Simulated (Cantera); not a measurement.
What does this Cantera script print?

```python
import numpy as np
import cantera as ct

gas_names = [...]  # 93 gases of nasa_gas.yaml made of C, H, N, Ti
cond_names = """
    C(gr) C6H6(L) C7H8(L) C8H18(L),n-octa Ti(a) Ti(b) Ti(L) TiC(s) TiC(L) TiN(s) TiN(L)
""".split()


# ... load() reads the species with a 1 bar reference pressure and builds the phases ...
atoms = {
    'Ti(NMe2)4': {'Ti': 1, 'C': 8, 'H': 24, 'N': 4},
    'C3H8': {'C': 3, 'H': 8},
    'N2': {'N': 2},
}
top_T = {'C(gr)': 4500}  # K; cautious upper limits of use, not melting points


# ... equilibrate(T, P, feed) seeds the gas with the atoms and calls Mixture.equilibrate('TP', solver="vcs", rtol=1e-11, max_steps=5000) ...
results = []
feed = {'Ti(NMe2)4': 1, 'C3H8': 1.2, 'N2': 210}  # mol
P = 35  # Pa
for T in [1473, 1573, 1673, 1773, 1873, 1973, 2073, 2173, 2273]:
    mix = equilibrate(T, P, feed)
    results.append((T, P, feed, dict(zip(mix.species_names, mix.species_moles))))
    x = sorted(zip(gas.X, gas.species_names), reverse=True)
    print(f"T = {T:g} K  P = {P:g} Pa  gas = {mix.phase_moles(0):.4g} mol")
    print("   x: " + "  ".join(f"{s} {v:.3e}" for v, s in x if v > 1e-05))
    print("   condensed (mol): " + ("  ".join(f"{mix.phase(i).name} {mix.phase_moles(i):.4g}"
          for i in range(1, mix.n_phases) if mix.phase_moles(i) > 1e-12) or "none"))
```

Output:

```
T = 1473 K  P = 35 Pa  gas = 228.8 mol
   x: N2 9.264e-01  H2 7.321e-02  HCN 2.268e-04  H 1.830e-04
   condensed (mol): C(gr) 10.55  TiC(s) 1
T = 1573 K  P = 35 Pa  gas = 228.9 mol
   x: N2 9.261e-01  H2 7.288e-02  H 5.867e-04  HCN 4.486e-04
   condensed (mol): C(gr) 10.49  TiC(s) 1
T = 1673 K  P = 35 Pa  gas = 229 mol
   x: N2 9.254e-01  H2 7.213e-02  H 1.635e-03  HCN 8.144e-04  HNC 2.273e-05
   condensed (mol): C(gr) 10.41  TiC(s) 1
T = 1773 K  P = 35 Pa  gas = 229.3 mol
   x: N2 9.240e-01  H2 7.054e-02  H 4.039e-03  HCN 1.371e-03  HNC 4.893e-05
   condensed (mol): C(gr) 10.27  TiC(s) 1
T = 1873 K  P = 35 Pa  gas = 229.8 mol
   x: N2 9.213e-01  H2 6.747e-02  H 8.961e-03  HCN 2.155e-03  HNC 9.571e-05  C2H2,acetylene 2.106e-05
   condensed (mol): C(gr) 10.07  TiC(s) 1
T = 1973 K  P = 35 Pa  gas = 230.9 mol
   x: N2 9.166e-01  H2 6.208e-02  H 1.797e-02  HCN 3.158e-03  HNC 1.708e-04  C2H2,acetylene 3.977e-05  CN 2.021e-05
   condensed (mol): C(gr) 9.808  TiC(s) 0.9997
T = 2073 K  P = 35 Pa  gas = 232.6 mol
   x: N2 9.091e-01  H2 5.360e-02  H 3.255e-02  HCN 4.294e-03  HNC 2.773e-04  CN 7.213e-05  C2H2,acetylene 6.569e-05
   condensed (mol): C(gr) 9.489  TiC(s) 0.998
T = 2173 K  P = 35 Pa  gas = 235.1 mol
   x: N2 8.989e-01  H 5.289e-02  H2 4.205e-02  HCN 5.361e-03  HNC 4.066e-04  CN 2.282e-04  C2H2,acetylene 9.279e-05  Ti 4.731e-05
   condensed (mol): C(gr) 9.149  TiC(s) 0.9889
T = 2273 K  P = 35 Pa  gas = 238 mol
   x: N2 8.870e-01  H 7.641e-02  H2 2.896e-02  HCN 6.072e-03  CN 6.505e-04  HNC 5.331e-04  Ti 2.256e-04  C2H2,acetylene 1.092e-04  C3 2.883e-05  C2N2 1.539e-05  C 1.533e-05  C2H 1.214e-05
   condensed (mol): C(gr) 8.836  TiC(s) 0.9463
```

Cantera equilibrium calculation (NASA polynomials, part measured and part estimated; ideal gas, pure solids and liquids). The feed counts by its element totals alone. TiC: taken at fixed stoichiometry.
